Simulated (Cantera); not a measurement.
A closed system holds: 1 mol SiH₄, 0.011 mol CH₄, 240 mol H₂, held at 700 °C and 37000 Pa.

Method: chemical equilibrium by Gibbs-energy minimisation in Cantera with the NASA 1993 tables (ideal gas, pure condensed phases). Candidate condensed phases: C, C₆H₆, C₇H₈, C₈H₁₈, Si, SiC; 87 gas species. The numbers say what is thermodynamically allowed, not how fast it happens.

Base state: H₂ 1.000, CH₄ 1.45e-5 (mole fractions); condensed: Si(s) + SiC(s).

Problem. What changes in the equilibrium state with this change: SiH₄ replaced by SiF₄?

Solution. 
```json
[
 {"species": "H₂", "before": "1.000", "after": "0.996"},
 {"species": "SiF₄", "before": "0", "after": "0.00407"},
 {"species": "HF", "before": "0", "after": "7.55e-5"},
 {"species": "SiHF₃", "before": "0", "after": "7.36e-5"},
 {"species": "CH₄", "before": "1.45e-5", "after": "4.56e-5"},
 {"species": "Si(s), mol", "before": "0.992", "after": "0"},
 {"species": "SiC(s), mol", "before": "0.00749", "after": "0"}
]
```
